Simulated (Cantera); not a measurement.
What does this Cantera script print?

```python
import numpy as np
import cantera as ct

gas_names = [...]  # 95 gases of nasa_gas.yaml made of C, F, H
cond_names = """
    C(gr) C6H6(L) C7H8(L) C8H18(L),n-octa
""".split()


# ... load() reads the species with a 1 bar reference pressure and builds the phases ...
atoms = {
    'C2F6': {'C': 2, 'F': 6},
    'CH4': {'C': 1, 'H': 4},
    'H2': {'H': 2},
}
top_T = {'C(gr)': 4500}  # K; cautious upper limits of use, not melting points


# ... equilibrate(T, P, feed) seeds the gas with the atoms and calls Mixture.equilibrate('TP', solver="vcs", rtol=1e-11, max_steps=5000) ...
results = []
feed = {'C2F6': 1, 'CH4': 0.3, 'H2': 0.65}  # mol
T = 1600  # K
P = 10000  # Pa
mix = equilibrate(T, P, feed)
results.append((T, P, feed, dict(zip(mix.species_names, mix.species_moles))))
x = sorted(zip(gas.X, gas.species_names), reverse=True)
print(f"T = {T:g} K  P = {P:g} Pa  gas = {mix.phase_moles(0):.4g} mol")
print("   x: " + "  ".join(f"{s} {v:.3e}" for v, s in x if v > 1e-05))
print("   condensed (mol): " + ("  ".join(f"{mix.phase(i).name} {mix.phase_moles(i):.4g}"
      for i in range(1, mix.n_phases) if mix.phase_moles(i) > 1e-12) or "none"))
```

It prints:

```
T = 1600 K  P = 10000 Pa  gas = 3.376 mol
   x: HF 7.406e-01  CF4 2.590e-01  CF2 2.783e-04  CF3 6.303e-05  F 3.868e-05
   condensed (mol): C(gr) 1.424
```

Cantera equilibrium calculation (NASA polynomials, part measured and part estimated; ideal gas, pure solids and liquids). The feed counts by its element totals alone. Gases not in the tables: C2F6 and larger saturated fluorocarbons.
